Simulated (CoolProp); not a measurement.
A single-stage vapour-compression cycle with hydrogen chloride: evaporating at 223.15 K (dew point), condensing at 292.15 K (bubble point), superheat 10 K, subcooling 2 K, compressor efficiency 0.7, no pressure losses. Each further row changes one setting.

Model: reference Helmholtz-energy equation of state, Thol 2018, in CoolProp.

```
case                              cooling COP  pressure ratio  discharge temperature (K)  refrigerating effect (kJ/kg)  volumetric capacity (kJ/m³)
--------------------------------  -----------  --------------  -------------------------  ----------------------------  ---------------------------
as stated                                1.45            7.84                      485.0                           284                         3040
evaporating temperature 228.15 K   (withheld)      (withheld)                      462.6                    (withheld)                   (withheld)
condensing temperature 287.15 K    (withheld)            6.97                      465.9                           295                         3160
subcooling 7 K                           1.51            7.84                      485.0                           295                         3160
superheat 20 K                           1.42            7.84                      508.8                           293                   (withheld)
compressor efficiency 0.6                1.24            7.84                      522.4                           284                         3040
```

Problem. What belongs in the gaps?

Solution. 
- evaporating temperature 228.15 K, cooling COP: 1.64
- evaporating temperature 228.15 K, pressure ratio: 6.48
- evaporating temperature 228.15 K, refrigerating effect (kJ/kg): 286
- evaporating temperature 228.15 K, volumetric capacity (kJ/m³): 3670
- condensing temperature 287.15 K, cooling COP: 1.63
- superheat 20 K, volumetric capacity (kJ/m³): 2980
